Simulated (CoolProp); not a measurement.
Values from CoolProp's reference Helmholtz-energy equation of state, Lemmon 2009.

Question: For propane, give the phase and the cp (kJ/(kg K)), isothermal compressibility (1/MPa) at 409 K and 2.13 MPa.

Answer: 
- 409 K and 2.13 MPa: gas; cp 2.37, isothermal compressibility 0.548
